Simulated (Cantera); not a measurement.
An adiabatic, constant-volume homogeneous reactor starts with CH₄ : CO : O₂ : N₂ = 1 : 0.086 : 1.86 : 6.98 (molar parts), at 950 K and 6.10 bar. Integrator tolerance rtol = 1e-08.

Model: GRI-Mech 3.0 (53 species, 325 reactions), integrated in Cantera. Below about 1000 K GRI-Mech 3.0 lacks low-temperature oxidation paths.

What does this change do: initial temperature 950 to 1600 K?


```
quantity                                                            before                                    after
---------------------------------  ---------------------------------------  ---------------------------------------
time of steepest temperature rise                                  0.495 s                                 0.111 ms
temperature at 3.00 s                                               2900 K                                   3118 K
equilibrium temperature                                             2900 K                                   3118 K
x(CH₄) at 3.00 s                     <1e-12 (gas-phase equilibrium <1e-12)    <1e-12 (gas-phase equilibrium <1e-12)
x(CO) at 3.00 s                      0.0429 (gas-phase equilibrium 0.0429)    0.0581 (gas-phase equilibrium 0.0581)
x(O₂) at 3.00 s                    0.00588 (gas-phase equilibrium 0.00588)    0.0124 (gas-phase equilibrium 0.0124)
x(HO₂) at 3.00 s                   6.59e-6 (gas-phase equilibrium 6.59e-6)  1.44e-5 (gas-phase equilibrium 1.44e-5)
x(CH₂O) at 3.00 s                  5.42e-9 (gas-phase equilibrium 5.42e-9)  7.45e-9 (gas-phase equilibrium 7.45e-9)
x(HCO) at 3.00 s                   2.36e-7 (gas-phase equilibrium 2.36e-7)  5.00e-7 (gas-phase equilibrium 5.00e-7)
```
Above 3000 K some thermodynamic fits are extrapolated.
